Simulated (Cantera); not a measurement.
A perfectly stirred reactor is fed with CO : O2 : H2O : N2 = 0.0025 : 0.054 : 0.058 : 1 (molar parts), equivalence ratio 0.023, at 0.260 bar; it is held at 898 K, and followed from long to short residence time.

Model: GRI-Mech 3.0 (53 species, 325 reactions), integrated in Cantera.

x: mole fraction; the columns are a selection and need not sum to one.

```json
[
 {"τ (s)": "28", "x CO": "0.000690", "x O2": "0.0477", "x H2O": "0.0521", "x H": "(withheld)", "x HO2": "1.40e-6", "x OH": "1.17e-7", "x N2O": "9.80e-9"},
 {"τ (s)": "7.3", "x CO": "0.00132", "x O2": "0.0480", "x H2O": "0.0521", "x H": "(withheld)", "x HO2": "2.03e-6", "x OH": "1.38e-7", "x N2O": "4.85e-9"},
 {"τ (s)": "1.9", "x CO": "0.00189", "x O2": "0.0483", "x H2O": "0.0520", "x H": "1.99e-8", "x HO2": "2.38e-6", "x OH": "1.41e-7", "x N2O": "1.68e-9"},
 {"τ (s)": "0.52", "x CO": "0.00215", "x O2": "0.0484", "x H2O": "0.0520", "x H": "1.93e-8", "x HO2": "2.30e-6", "x OH": "1.22e-7", "x N2O": "4.59e-10"},
 {"τ (s)": "0.14", "x CO": "0.00223", "x O2": "0.0484", "x H2O": "0.0520", "x H": "(withheld)", "x HO2": "1.78e-6", "x OH": "8.19e-8", "x N2O": "9.74e-11"},
 {"τ (s)": "0.037", "x CO": "0.00224", "x O2": "0.0485", "x H2O": "0.0520", "x H": "(withheld)", "x HO2": "7.36e-7", "x OH": "3.65e-8", "x N2O": "1.44e-11"},
 {"τ (s)": "0.0097", "x CO": "0.00224", "x O2": "0.0485", "x H2O": "0.0520", "x H": "1.80e-12", "x HO2": "8.70e-11", "x OH": "1.03e-11", "x N2O": "<1e-12"},
 {"τ (s)": "0.0026", "x CO": "0.00224", "x O2": "0.0485", "x H2O": "0.0520", "x H": "<1e-12", "x HO2": "3.28e-12", "x OH": "1.46e-12", "x N2O": "<1e-12"},
 {"τ (s)": "0.00069", "x CO": "0.00224", "x O2": "0.0485", "x H2O": "0.0520", "x H": "<1e-12", "x HO2": "<1e-12", "x OH": "<1e-12", "x N2O": "<1e-12"}
]
```

### Question
Complete the blanks.

### Answer

- 28, x H: 6.38e-9
- 7.3, x H: 1.40e-8
- 0.14, x H: 1.36e-8
- 0.037, x H: 6.27e-9
